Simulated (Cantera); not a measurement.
A closed system holds: 1 mol C₃H₆, 6 mol H₂, 0.3 mol O₂, equilibrated at 1625 K and 3530 Torr.

Equilibrium computed with Cantera from the NASA thermochemical tables; the gas is ideal and each condensed phase is pure. Candidate condensed phases: C, C₆H₆, C₇H₈, C₈H₁₈, H₂O; 110 gas species. Rates play no part.

Base state: H₂ 0.931, CO 0.0627, CH₄ 0.00599, H₂O 0.000205, C₂H₂ (acetylene) 3.31e-5, H 3.14e-5, C₂H₄ 1.30e-5 (mole fractions); condensed: C(graphite).

Q: What changes in the equilibrium state with this change: temperature from 1625 K to 1973.15 K?

A: 
```tsv
species	before	after
H₂	0.931	0.934
CO	0.0627	0.0626
CH₄	0.00599	0.00187
H	3.14e-5	0.000602
C₂H₂ (acetylene)	3.31e-5	0.000599
CH₃	4.11e-6	2.40e-5
C(graphite), mol	2.34	2.37
```
